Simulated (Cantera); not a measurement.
Feed: 1 mol Cu, 1.2 mol F₂, at 1175 °C and 7.50 Torr.

These are equilibrium values from Cantera (NASA tables, ideal gas, pure condensed phases), not measurements of a reactor. Candidate condensed phases: Cu, CuF₂; 6 gas species. Rates play no part.

Base state: CuF₂ 0.714, F 0.286, CuF 0.000520, F₂ 0.000178 (mole fractions); condensed: gas only.

Problem. What changes in the equilibrium state with this change: 0.93 mol H₂O added?

Solution. 
```json
[
 {"species": "HF", "before": "0", "after": "0.684"},
 {"species": "CuF", "before": "0.000520", "after": "0.179"},
 {"species": "O₂", "before": "0", "after": "0.126"},
 {"species": "CuF₂", "before": "0.714", "after": "0.0102"},
 {"species": "F", "before": "0.286", "after": "1.19e-5"},
 {"species": "H₂O", "before": "0", "after": "0.000374"},
 {"species": "F₂", "before": "0.000178", "after": "<1e-9"},
 {"species": "Cu", "before": "<1e-9", "after": "0.000134"},
 {"species": "Cu₂O(s), mol", "before": "0", "after": "0.243"}
]
```
Further candidate phases: CuO, Cu(OH)₂, Cu₂O, H₂O.

Problem. What changes in the equilibrium state with this change: temperature from 1175 °C to 1025 °C?

Solution. 
```json
[
 {"species": "F", "before": "0.286", "after": "0.529"},
 {"species": "CuF₂", "before": "0.714", "after": "0.468"},
 {"species": "F₂", "before": "0.000178", "after": "0.00301"},
 {"species": "CuF", "before": "0.000520", "after": "7.27e-6"},
 {"species": "CuF₂(l), mol", "before": "0", "after": "0.649"}
]
```
